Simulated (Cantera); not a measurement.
## Adiabatic ignition

An adiabatic, constant-pressure homogeneous reactor starts with CH₄ : O₂ : N₂ = 1 : 4.55 : 17.1 (molar parts), equivalence ratio 0.44, at 1525 K and 1.70 bar.

Model: GRI-Mech 3.0 (53 species, 325 reactions), integrated in Cantera.

```
t (s)     T (K)   x CH₄   x O₂    x C₂H₂    x C₂H₆      x NO      x CO
--------  -----  ------  -----  --------  --------  --------  --------
3.00e-6    1525  0.0441  0.201    <1e-12  7.78e-12    <1e-12  8.54e-12
8.05e-6    1525  0.0441  0.201    <1e-12  1.88e-10    <1e-12  1.44e-10
2.16e-5    1525  0.0441  0.201    <1e-12   4.75e-9    <1e-12   2.90e-9
5.79e-5    1525  0.0441  0.201  7.06e-12   1.61e-7    <1e-12   8.16e-8
0.000155   1525  0.0439  0.201   1.50e-9   1.06e-5    <1e-12   5.05e-6
0.000417   1565  0.0365  0.195   5.47e-6  0.000717  8.68e-11   0.00222
0.00112    2385  <1e-12  0.111    <1e-12    <1e-12  0.000321   0.00192
0.00300    2384  <1e-12  0.110    <1e-12    <1e-12   0.00103   0.00189
0.00805    2381  <1e-12  0.109    <1e-12    <1e-12   0.00278   0.00187
0.0216     2375  <1e-12  0.108    <1e-12    <1e-12   0.00636   0.00182
0.0579     2367  <1e-12  0.106    <1e-12    <1e-12    0.0107   0.00175
0.155      2364  <1e-12  0.105    <1e-12    <1e-12    0.0123   0.00173
0.417      2364  <1e-12  0.105    <1e-12    <1e-12    0.0123   0.00173
1.12       2364  <1e-12  0.105    <1e-12    <1e-12    0.0123   0.00173
3.00       2364  <1e-12  0.105    <1e-12    <1e-12    0.0123   0.00173
```
x: mole fraction; the columns are a selection and need not sum to one.

```yaml
time_of_steepest_temperature_rise: 0.471 ms
temperature at 3.00 s: 2364 K
equilibrium_temperature: 2364 K
x(CH₄) at 3.00 s: <1e-12 (gas-phase equilibrium <1e-12)
x(O₂) at 3.00 s: 0.105 (gas-phase equilibrium 0.105)
x(C₂H₂) at 3.00 s: <1e-12 (gas-phase equilibrium <1e-12)
```
